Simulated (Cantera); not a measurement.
Cantera run:

```python
import numpy as np
import cantera as ct

gas_names = """
    F FO FO2 F2 F2O H HF HOF HO2 H2 H2F2 H2O H2O2 H3F3 H4F4 H5F5 H6F6 H7F7 O OH O2 O3
""".split()
cond_names = """
    H2O(s) H2O(L)
""".split()


# ... load() reads the species with a 1 bar reference pressure and builds the phases ...
atoms = {
    'HF': {'H': 1, 'F': 1},
    'O2': {'O': 2},
    'H2': {'H': 2},
}
top_T = {}  # K; cautious upper limits of use, not melting points


# ... equilibrate(T, P, feed) seeds the gas with the atoms and calls Mixture.equilibrate('TP', solver="vcs", rtol=1e-11, max_steps=5000) ...
results = []
feed = {'HF': 1, 'O2': 0.038, 'H2': 4}  # mol
T = 3475  # K
P = 13332.2  # Pa
mix = equilibrate(T, P, feed)
results.append((T, P, feed, dict(zip(mix.species_names, mix.species_moles))))
print(gas.report(threshold=1e-05))
for i in range(1, mix.n_phases):
    print(f"{mix.phase(i).name:16s} {mix.phase_moles(i):12.5e} mol")
```

Output:

```
       temperature   3475 K
          pressure   13332 Pa
           density   0.0017741 kg/m^3
  mean mol. weight   3.8446 kg/kmol
   phase of matter   gas

                          1 kg             1 kmol
                     ---------------   ---------------
          enthalpy        4.9903e+07        1.9186e+08  J
   internal energy        4.2388e+07        1.6297e+08  J
           entropy             54656        2.1013e+05  J/K
    Gibbs function       -1.4003e+08       -5.3835e+08  J
 heat capacity c_p            6824.3             26237  J/K
 heat capacity c_v            4661.7             17922  J/K

                      mass frac. Y      mole frac. X     chem. pot. / RT
                     ---------------   ---------------   ---------------
                 F          0.028255         0.0057179           -27.545
                 H           0.17506           0.66771           -12.525
                HF           0.65338           0.12556            -40.07
                H2           0.10018           0.19106            -25.05
               H2O         0.0079943         0.0017061           -46.929
                 O          0.022993         0.0055254           -21.879
                OH          0.011977         0.0027076           -34.404
                O2        0.00015825        1.9015e-05           -43.758
     [  +14 minor]        2.4867e-07          2.62e-08
```

Equilibrium computed with Cantera from the NASA thermochemical tables; the gas is ideal and each condensed phase is pure.
